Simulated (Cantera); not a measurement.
# Silicon nitride deposition: SiHCl₃ + NH₃

Feed: 1 mol SiHCl₃, 13 mol NH₃, held at 0.100 bar.

Equilibrium computed with Cantera from the NASA thermochemical tables; the gas is ideal and each condensed phase is pure. Candidate condensed phases: NH₄Cl, Si, Si₃N₄; 28 gas species. The tables' values for SiCl₃, SiCl are old estimates; treat these amounts as uncertain. Gases not in the tables: Si₂H₆ and higher silanes. Kinetics and transport are ignored.

```json
[
 {"T (°C)": "452", "x H₂": "0.678", "x N₂": "0.214", "x HCl": "0.108", "x SiCl₂": "<1e-12", "x H": "<1e-12", "n Si₃N₄(s)": "0.328"},
 {"T (°C)": "552", "x H₂": "0.677", "x N₂": "0.214", "x HCl": "0.109", "x SiCl₂": "2.81e-11", "x H": "2.06e-11", "n Si₃N₄(s)": "0.331"},
 {"T (°C)": "652", "x H₂": "0.677", "x N₂": "0.214", "x HCl": "0.109", "x SiCl₂": "1.87e-9", "x H": "6.78e-10", "n Si₃N₄(s)": "0.332"},
 {"T (°C)": "752", "x H₂": "0.677", "x N₂": "0.213", "x HCl": "0.109", "x SiCl₂": "5.46e-8", "x H": "1.13e-8", "n Si₃N₄(s)": "0.332"},
 {"T (°C)": "852", "x H₂": "0.677", "x N₂": "0.213", "x HCl": "0.109", "x SiCl₂": "8.67e-7", "x H": "1.16e-7", "n Si₃N₄(s)": "0.333"},
 {"T (°C)": "952", "x H₂": "0.677", "x N₂": "0.213", "x HCl": "0.109", "x SiCl₂": "8.68e-6", "x H": "8.11e-7", "n Si₃N₄(s)": "0.333"},
 {"T (°C)": "1052", "x H₂": "0.677", "x N₂": "0.214", "x HCl": "0.109", "x SiCl₂": "6.07e-5", "x H": "4.26e-6", "n Si₃N₄(s)": "0.332"},
 {"T (°C)": "1152", "x H₂": "0.677", "x N₂": "0.214", "x HCl": "0.109", "x SiCl₂": "0.000318", "x H": "1.78e-5", "n Si₃N₄(s)": "0.329"},
 {"T (°C)": "1252", "x H₂": "0.678", "x N₂": "0.214", "x HCl": "0.107", "x SiCl₂": "0.00129", "x H": "6.16e-5", "n Si₃N₄(s)": "0.320"},
 {"T (°C)": "1352", "x H₂": "0.679", "x N₂": "0.216", "x HCl": "0.101", "x SiCl₂": "0.00401", "x H": "0.000184", "n Si₃N₄(s)": "0.295"},
 {"T (°C)": "1452", "x H₂": "0.682", "x N₂": "0.218", "x HCl": "0.0894", "x SiCl₂": "0.00940", "x H": "0.000485", "n Si₃N₄(s)": "0.245"},
 {"T (°C)": "1552", "x H₂": "0.685", "x N₂": "0.222", "x HCl": "0.0740", "x SiCl₂": "0.0168", "x H": "0.00115", "n Si₃N₄(s)": "0.175"}
]
```
x: gas mole fraction; n: condensed amount in mol.

From 452 °C to 1552 °C the condensed part is Si₃N₄(s). The main Si-bearing gas is SiCl₄ at 452 °C and SiCl₂ at 1552 °C.
